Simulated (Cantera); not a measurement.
Input: 1 mol Si₂H₆, 0.2 mol O₃, 10 mol H₂, equilibrated at 1000 Pa.

Cantera equilibrium calculation (NASA polynomials, part measured and part estimated; ideal gas, pure solids and liquids). Candidate condensed phases: H₂O, Si, SiO₂; 18 gas species. The feed counts by its element totals alone. Mutual solubility and eutectic melting of coexisting phases are not modelled. The tables hold silica as quartz up to 1696 K and as liquid above; real silica turns to tridymite and cristobalite and melts near 1996 K. Gases not in the tables: Si₂H₆ and higher silanes. Equilibrium is a limit: real reactors are often held back by kinetics, nucleation or transport.

x: gas mole fraction; n: condensed amount in mol.

```json
[
 {"T (K)": "1098", "x H₂": "1.000", "x SiO": "2.15e-6", "x H": "?", "x Si": "2.16e-12", "n Si(s)": "1.70", "n SiO₂(β-quartz)": "0.300", "n Si(l)": "0"},
 {"T (K)": "1198", "x H₂": "1.000", "x SiO": "5.06e-5", "x H": "?", "x Si": "1.29e-10", "n Si(s)": "1.70", "n SiO₂(β-quartz)": "0.300", "n Si(l)": "0"},
 {"T (K)": "1298", "x H₂": "0.999", "x SiO": "0.000725", "x H": "?", "x Si": "4.06e-9", "n Si(s)": "1.70", "n SiO₂(β-quartz)": "0.295", "n Si(l)": "0"},
 {"T (K)": "1398", "x H₂": "0.993", "x SiO": "0.00703", "x H": "?", "x Si": "7.79e-8", "n Si(s)": "1.65", "n SiO₂(β-quartz)": "0.254", "n Si(l)": "0"},
 {"T (K)": "1498", "x H₂": "0.956", "x SiO": "0.0441", "x H": "?", "x Si": "1.00e-6", "n Si(s)": "1.40", "n SiO₂(β-quartz)": "0", "n Si(l)": "0"},
 {"T (K)": "1598", "x H₂": "0.955", "x SiO": "0.0441", "x H": "?", "x Si": "9.35e-6", "n Si(s)": "1.40", "n SiO₂(β-quartz)": "0", "n Si(l)": "0"},
 {"T (K)": "1698", "x H₂": "0.954", "x SiO": "0.0441", "x H": "?", "x Si": "6.57e-5", "n Si(s)": "0", "n SiO₂(β-quartz)": "0", "n Si(l)": "1.40"},
 {"T (K)": "1798", "x H₂": "0.952", "x SiO": "0.0440", "x H": "?", "x Si": "0.000308", "n Si(s)": "0", "n SiO₂(β-quartz)": "0", "n Si(l)": "1.39"},
 {"T (K)": "1898", "x H₂": "0.947", "x SiO": "0.0439", "x H": "?", "x Si": "0.00123", "n Si(s)": "0", "n SiO₂(β-quartz)": "0", "n Si(l)": "1.38"}
]
```

Question: Fill in the missing entries.

Answer: 
- 1098, x H: 2.47e-7
- 1198, x H: 1.90e-6
- 1298, x H: 1.07e-5
- 1398, x H: 4.71e-5
- 1498, x H: 0.000168
- 1598, x H: 0.000520
- 1698, x H: 0.00141
- 1798, x H: 0.00344
- 1898, x H: 0.00761
